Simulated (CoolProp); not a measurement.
Vapour-liquid equilibrium of methanol (1) + dimethyl carbonate (2) at 0.12 bar; x and y are mole fractions of (1).

The numbers come from the multi-fluid Helmholtz-energy mixture model, de Reuck 1993 and Zhou 2011; pair parameters Bell 2016 in CoolProp.

### Question
Give the bubble temperature and the first vapour's composition at x = 0.35, 0.425, 0.8. Is there an azeotrope?

### Answer
x = 0.35: 18.2 °C, y = 0.666; x = 0.425: 17.6 °C, y = 0.688; x = 0.8: 16.8 °C, y = 0.782. y crosses x between x = 0.725 and 0.8: the model has an azeotrope there.

Pair parameters are fitted to limited data, so mixtures are less certain than the pure fluids.
